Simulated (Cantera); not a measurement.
Charge: 1 mol FeS, 0.098 mol SO3, 0.29 mol O2, held at 1425 K.

Method: chemical equilibrium by Gibbs-energy minimisation in Cantera with the NASA 1993 tables (ideal gas, pure condensed phases). Candidate condensed phases: Fe, FeO, FeS, FeSO4, FeS2, Fe2O3, Fe2(SO4)3, Fe3O4, S; 12 gas species. Metal and sulfide melt together well below either melting point, which pure phases cannot show. Mutual solubility and eutectic melting of coexisting phases are not modelled. The tables' stoichiometric FeO is somewhat more stable than real wüstite, so its field is too wide. FeO, FeS: taken at fixed stoichiometry. The numbers say what is thermodynamically allowed, not how fast it happens.

x: gas mole fraction; n: condensed amount in mol.

| P (Pa) | x SO2 | x S2 | x S2O | x SO | x S | x SO3 | x Fe | n FeO(s) | n FeS(s) | n Fe3O4(s) |
|---|---|---|---|---|---|---|---|---|---|---|
| 1000 | 0.654 | 0.330 | 0.00566 | 0.00999 | 9.36e-5 | … | 1.10e-7 | 0.390 | 0.610 | 0 |
| 3000 | 0.738 | 0.248 | 0.00638 | 0.00750 | 4.68e-5 | … | 2.45e-8 | 0.346 | 0.654 | 0 |
| 8800 | 0.804 | 0.183 | 0.00695 | 0.00555 | 2.35e-5 | … | 5.68e-9 | 0.314 | 0.686 | 0 |
| 26000 | 0.855 | 0.133 | 0.00740 | 0.00403 | 1.17e-5 | … | 1.31e-9 | 0.289 | 0.711 | 0 |
| 77000 | 0.892 | 0.0971 | 0.00782 | 0.00290 | 5.78e-6 | … | 3.02e-10 | 0 | 0.758 | 0.0806 |
| 230000 | 0.910 | 0.0793 | 0.00891 | 0.00212 | 3.02e-6 | … | 6.47e-11 | 0 | 0.765 | 0.0784 |
| 680000 | 0.924 | 0.0646 | 0.0101 | 0.00155 | 1.59e-6 | … | 1.41e-11 | 0 | 0.770 | 0.0767 |
| 2000000 | 0.935 | 0.0526 | 0.0114 | 0.00113 | 8.35e-7 | … | 3.10e-12 | 0 | 0.774 | 0.0753 |

**Question.** Complete the blanks.

**Answer.** 
- 1000, x SO3: 2.36e-7
- 3000, x SO3: 3.99e-7
- 8800, x SO3: 6.40e-7
- 26000, x SO3: 9.98e-7
- 77000, x SO3: 1.51e-6
- 230000, x SO3: 2.15e-6
- 680000, x SO3: 3.03e-6
- 2000000, x SO3: 4.26e-6
